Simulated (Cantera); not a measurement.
Cantera run:

```python
import numpy as np
import cantera as ct

gas_names = """
    Br Br2 H HBr HNO HNO2 HNO3 HO2 H2 H2O H2O2 N NH NH2 NH3 NH2OH NO NO2 NO3 N2 N2H2 N2H4 N2O O OH O2 O3
""".split()
cond_names = """
    Br2(cr) Br2(L) H2O(s) H2O(L)
""".split()


def load(file, names, dense=False):
    # The tables refer to 1 bar. Condensed volumes are neglected.
    table = {s.name: s for s in ct.Species.list_from_file(file)}
    out = []
    for n in names:
        d = dict(table[n].input_data)
        d["thermo"] = dict(d["thermo"], **{"reference-pressure": 1e5})
        if dense:
            d["equation-of-state"] = {"model": "constant-volume", "density": "1e6 g/cm^3"}
        out.append(ct.Species.from_dict(d))
    return out


gas = ct.Solution(thermo="ideal-gas", species=load("nasa_gas.yaml", gas_names))
cond = {s.name: ct.Solution(thermo="fixed-stoichiometry", species=[s], name=s.name)
        for s in load("nasa_condensed.yaml", cond_names, dense=True)}
atoms = {
    'HBr': {'H': 1, 'Br': 1},
    'H2O': {'H': 2, 'O': 1},
    'N2': {'N': 2},
}
top_T = {}  # K; cautious upper limits of use, not melting points


def equilibrate(T, P, feed):
    n = {}
    for name, mol in feed.items():
        for a, k in atoms[name].items():
            n[a] = n.get(a, 0.0) + k * mol
    gas.TPX = T, P, n
    mass = sum(n.values()) * gas.mean_molecular_weight
    gas.equilibrate("TP")
    valid = [c for c in cond.values() if c.min_temp <= T <= top_T.get(c.name, c.max_temp)]
    mix = ct.Mixture([(gas, mass / gas.mean_molecular_weight)] + [(c, 0.0) for c in valid])
    mix.T, mix.P = T, P
    mix.equilibrate("TP", solver="vcs", rtol=1e-11, max_steps=5000)
    return mix


results = []
feed = {'HBr': 1, 'H2O': 7.2, 'N2': 16}  # mol
T = 3448  # K
for P in [10, 65, 420, 2700, 17000, 110000, 720000, 4700000, 30000000]:
    mix = equilibrate(T, P, feed)
    results.append((T, P, feed, dict(zip(mix.species_names, mix.species_moles))))

top = {s: max(r[3][s] / sum(r[3][g] for g in gas_names) for r in results) for s in gas_names}
cols = sorted((s for s in top if top[s] > 1e-05), key=lambda s: -top[s])[:6]
seen = [c for c in cond_names if any(r[3].get(c, 0) > 1e-12 for r in results)]
print("log10 of partial pressures in bar; condensed amounts in mol")
print(f"{'P/Pa':>10s}" + "".join(f"{s[:9]:>10s}" for s in cols + seen))
for T, P, feed, n in results:
    ng = sum(n[g] for g in gas_names)
    print(f"{P:10.4g}" + "".join(f"{np.log10(max(n[s] / ng * P / 1e5, 1e-99)):10.3f}" for s in cols)
          + "".join(f"{n.get(c, 0):10.4g}" for c in seen))
```

Result:

```
log10 of partial pressures in bar; condensed amounts in mol
      P/Pa        N2         H       H2O         O        H2        OH
        10    -4.402    -4.413   -11.864    -4.744    -8.264    -8.362
        65    -3.584    -3.599    -9.425    -3.932    -6.636    -6.737
       420    -2.771    -2.792    -7.009    -3.130    -5.022    -5.128
      2700    -1.953    -2.008    -4.671    -2.359    -3.455    -3.573
   1.7e+04    -1.117    -1.323    -2.639    -1.699    -2.084    -2.227
   1.1e+05    -0.242    -0.802    -1.107    -1.209    -1.042    -1.216
   7.2e+05     0.622    -0.409     0.037    -0.851    -0.256    -0.465
   4.7e+06     1.462    -0.074     0.999    -0.557     0.412     0.162
     3e+07     2.280     0.232     1.873    -0.295     1.025     0.731
```

Cantera equilibrium calculation (NASA polynomials, part measured and part estimated; ideal gas, pure solids and liquids). The ideal-gas law is rough above about 30 bar.
